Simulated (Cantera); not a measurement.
Cantera run:

```python
import numpy as np
import cantera as ct

gas_names = """
    H HNO HNO2 HNO3 HO2 H2 H2O H2O2 N NH NH2 NH3 NH2OH NO NO2 NO3 N2 N2H2 N2H4 N2O O OH O2 O3 Si SiH
    SiH2 SiH3 SiH4 SiN SiO SiO2 Si2 Si2N Si3
""".split()
cond_names = """
    H2O(s) H2O(L) Si(cr) Si(L) SiO2(Lqz) SiO2(hqz) SiO2(L) Si2N2O(s) Si3N4(a)
""".split()


def load(file, names, dense=False):
    # The tables refer to 1 bar. Condensed volumes are neglected.
    table = {s.name: s for s in ct.Species.list_from_file(file)}
    out = []
    for n in names:
        d = dict(table[n].input_data)
        d["thermo"] = dict(d["thermo"], **{"reference-pressure": 1e5})
        if dense:
            d["equation-of-state"] = {"model": "constant-volume", "density": "1e6 g/cm^3"}
        out.append(ct.Species.from_dict(d))
    return out


gas = ct.Solution(thermo="ideal-gas", species=load("nasa_gas.yaml", gas_names))
cond = {s.name: ct.Solution(thermo="fixed-stoichiometry", species=[s], name=s.name)
        for s in load("nasa_condensed.yaml", cond_names, dense=True)}
atoms = {
    'SiH4': {'Si': 1, 'H': 4},
    'N2O': {'N': 2, 'O': 1},
    'O2': {'O': 2},
}
top_T = {'Si2N2O(s)': 2100, 'Si3N4(a)': 2400}  # K; cautious upper limits of use, not melting points


def equilibrate(T, P, feed):
    n = {}
    for name, mol in feed.items():
        for a, k in atoms[name].items():
            n[a] = n.get(a, 0.0) + k * mol
    gas.TPX = T, P, n
    mass = sum(n.values()) * gas.mean_molecular_weight
    gas.equilibrate("TP")
    valid = [c for c in cond.values() if c.min_temp <= T <= top_T.get(c.name, c.max_temp)]
    mix = ct.Mixture([(gas, mass / gas.mean_molecular_weight)] + [(c, 0.0) for c in valid])
    mix.T, mix.P = T, P
    mix.equilibrate("TP", solver="vcs", rtol=1e-11, max_steps=5000)
    return mix


results = []
feed = {'SiH4': 1, 'N2O': 37, 'O2': 0.71}  # mol
P = 130  # Pa
for T in [750, 900, 1050, 1200, 1350, 1500, 1650, 1800]:
    mix = equilibrate(T, P, feed)
    results.append((T, P, feed, dict(zip(mix.species_names, mix.species_moles))))

top = {s: max(r[3][s] / sum(r[3][g] for g in gas_names) for r in results) for s in gas_names}
cols = sorted((s for s in top if top[s] > 1e-06), key=lambda s: -top[s])[:7]
seen = [c for c in cond_names if any(r[3].get(c, 0) > 1e-12 for r in results)]
print("log10 of partial pressures in bar; condensed amounts in mol")
print(f"{'T/K':>10s}" + "".join(f"{s[:9]:>10s}" for s in cols + seen))
for T, P, feed, n in results:
    ng = sum(n[g] for g in gas_names)
    print(f"{T:10.4g}" + "".join(f"{np.log10(max(n[s] / ng * P / 1e5, 1e-99)):10.3f}" for s in cols)
          + "".join(f"{n.get(c, 0):10.4g}" for c in seen))
```

It prints:

```
log10 of partial pressures in bar; condensed amounts in mol
       T/K        N2        O2       H2O        NO        OH         O         H SiO2(Lqz) SiO2(hqz)   SiO2(L)
       750    -3.068    -3.400    -4.335    -8.939   -12.113   -15.894   -20.996         1         0         0
       900    -3.068    -3.400    -4.335    -7.878   -10.230   -12.969   -16.997         0         1         0
      1050    -3.068    -3.400    -4.335    -7.121    -8.883   -10.875   -14.129         0         1         0
      1200    -3.068    -3.400    -4.335    -6.552    -7.872    -9.301   -11.970         0         1         0
      1350    -3.068    -3.401    -4.335    -6.110    -7.085    -8.075   -10.285         0         1         0
      1500    -3.068    -3.401    -4.337    -5.756    -6.456    -7.093    -8.934         0         1         0
      1650    -3.069    -3.403    -4.341    -5.468    -5.943    -6.288    -7.827         0         1         0
      1800    -3.070    -3.406    -4.352    -5.229    -5.519    -5.618    -6.905         0         0    0.9995
```

These are equilibrium values from Cantera (NASA tables, ideal gas, pure condensed phases), not measurements of a reactor. The tables hold silica as quartz up to 1696 K and as liquid above; real silica turns to tridymite and cristobalite and melts near 1996 K.
